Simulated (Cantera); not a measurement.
Charge: 1 mol CH3SiCl3, 0.011 mol C2H4, 12 mol H2, at 100000 Pa.

Method: chemical equilibrium by Gibbs-energy minimisation in Cantera with the NASA 1993 tables (ideal gas, pure condensed phases). Candidate condensed phases: C, C6H6, C7H8, C8H18, Si, SiC; 109 gas species. The feed counts by its element totals alone. Rates play no part.

### Question
What share of the Si ends up in condensed phases as a function of T (K), at 973, 1023, 1073, 1123, 1173, 1223, 1273?

### Answer
| T (K) | Si condensed (%) | as |
|---|---|---|
| 973 | 38.8 | SiC(s) |
| 1023 | 46.2 | SiC(s) |
| 1073 | 55.0 | SiC(s) |
| 1123 | 62.7 | SiC(s) |
| 1173 | 70.3 | SiC(s) |
| 1223 | 77.4 | SiC(s) |
| 1273 | 83.5 | SiC(s) |
